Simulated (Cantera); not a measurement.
Charge: 1 mol SiH2Cl2, a varied amount of H2, held at 1275 K and 0.100 bar.

These are equilibrium values from Cantera (NASA tables, ideal gas, pure condensed phases), not measurements of a reactor. Candidate condensed phases: Si; 19 gas species. Equilibrium is a limit: real reactors are often held back by kinetics, nucleation or transport.

### Question
At 700 mol H2, list the 3 most abundant gas species with their mole fractions, and the condensed phases.

### Answer
H2 0.997, HCl 0.00280, SiCl2 2.05e-5. Condensed: Si(s).
